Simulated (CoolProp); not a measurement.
Cyclopropane at several states: Z from the reference equation and from simpler models built on Tc = 398.7 K, pc = 5.605 MPa, ω = 0.131; each cubic takes its own stable root.

Computed with CoolProp (reference Helmholtz-energy equation of state, Polt 1992). This equation is an older, rougher fit; its heat capacities, sound speeds and derivatives of the liquid may be far off and weren't checked against measurements.

```csv
T (K),p (MPa),phase,reference
303.3,3.87,liquid,0.1045
471.8,0.0459,gas,0.9983
436.5,0.0862,gas,0.9960
408.6,0.889,gas,0.9478
```

**Question.** How far does each simpler model (van der Waals, Redlich-Kwong, Soave-Redlich-Kwong, Peng-Robinson) lie from the reference over these 4 states: mean and median of the absolute difference, and the worst?

**Answer.** 
- van der Waals: mean 14.5 %, median 0.3 %, worst +57.3 % at 303.3 K and 3.87 MPa
- Redlich-Kwong: mean 2.7 %, median 0.0 %, worst +10.6 % at 303.3 K and 3.87 MPa
- Soave-Redlich-Kwong: mean 2.2 %, median 0.0 %, worst +8.7 % at 303.3 K and 3.87 MPa
- Peng-Robinson: mean 1.1 %, median 0.3 %, worst -3.9 % at 303.3 K and 3.87 MPa
